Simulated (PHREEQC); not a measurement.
Dissolve 0.015 mol CdCl2, 9.8e-06 mol H2SO4 and 7.2e-05 mol Na2SO4 per kg of water at 20 °C. Closed to the air; pH follows from the charge balance.

Model: ion-association model, phreeqc.dat, run in PHREEQC.

Task: The ionic strength comes out as 0.0287 mol/kgw. What activity coefficients do Cd+2, SO4-2, H+, CdCl3-, Cl- get?

Result: Cd+2 0.53, SO4-2 0.54, H+ 0.88, CdCl3- 0.85, Cl- 0.85.

This is a speciation only: nothing precipitates in the calculation.
